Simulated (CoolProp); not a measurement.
Values from CoolProp's reference Helmholtz-energy equation of state, Aleksandrov 2011. It is a short technical equation, of lower accuracy than the large ones.

Task: Give the vapour pressure (MPa), enthalpy of vaporisation (kJ/kg), surface tension (mN/m) of saturated n-undecane at 484.2, 493.2 K.

Result: 
```tsv
T (K)	p (MPa)	enthalpy of vaporisation (kJ/kg)	surface tension (mN/m)
484.2	0.145	255	8.55
493.2	0.177	249	7.90
```

Surface tension comes from a separate correlation (Mulero 2014).
